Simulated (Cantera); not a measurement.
A closed system holds: 1 mol HI, a varied amount of O2, 9.5 mol H2, equilibrated at 2427 °C and 24.0 bar.

Method: chemical equilibrium by Gibbs-energy minimisation in Cantera with the NASA 1993 tables (ideal gas, pure condensed phases). Candidate condensed phases: H2O, I2; 12 gas species. Equilibrium is a limit: real reactors are often held back by kinetics, nucleation or transport.

At 2.1 mol O2, list the 5 most abundant gas species with their mole fractions, and the condensed phases.

H2 0.514, H2O 0.385, I 0.0590, HI 0.0325, H 0.00831. Condensed: gas only.
